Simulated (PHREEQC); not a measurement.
A solution holds 0.99 mol H2SO4 and 0.95 mol MgSO4 per kg of water, at 20 °C. Closed to the air; pH follows from the charge balance.

The numbers come from PHREEQC with the Pitzer model, pitzer.dat.

Each row changes one thing in this solution. Precipitation was switched off in this run.

| case | pH | ionic strength (mol/kgw) | HSO4- (mol/kgw) | SO4-2 (mol/kgw) | SI of Epsomite (MgSO4:7H2O) | SI of Hexahydrite (MgSO4:6H2O) |
|---|---|---|---|---|---|---|
| as made | -0.09 | 4.57 | 1.10 | 0.839 | -0.65 | -0.95 |
| H2SO4 from 0.99 to 0.891 mol/kgw | 0.00 | 4.47 | 1.00 | 0.838 | -0.65 | -0.96 |
| H2SO4 from 0.99 to 1.48 mol/kgw | -0.44 | 5.11 | ? | 0.862 | -0.62 | -0.91 |
| temperature from 20 to 75 °C | 0.24 | 3.78 | ? | 0.445 | -1.44 | -1.30 |
| MgSO4 replaced by MgBr2 at the same molality | -0.62 | 4.44 | 0.688 | 0.302 | -0.92 | -1.19 |
| MgSO4 from 0.95 to 0.855 mol/kgw | ? | 4.23 | ? | 0.767 | -0.71 | -1.02 |
| MgSO4 from 0.95 to 0.095 mol/kgw | -0.09 | 1.77 | 0.788 | 0.297 | -1.89 | -2.21 |
| temperature from 20 to 15 °C | -0.12 | 4.66 | 1.05 | 0.886 | -0.58 | -0.94 |

Complete the blanks.


- H2SO4 from 0.99 to 1.48 mol/kgw, HSO4- (mol/kgw): 1.57
- temperature from 20 to 75 °C, HSO4- (mol/kgw): 1.50
- MgSO4 from 0.95 to 0.855 mol/kgw, pH: -0.08
- MgSO4 from 0.95 to 0.855 mol/kgw, HSO4- (mol/kgw): 1.08

Complexes and solids missing from the database can't appear. In brines, pH and single-ion activities rest on the MacInnes convention. Constants without temperature data keep their 25 °C values here.
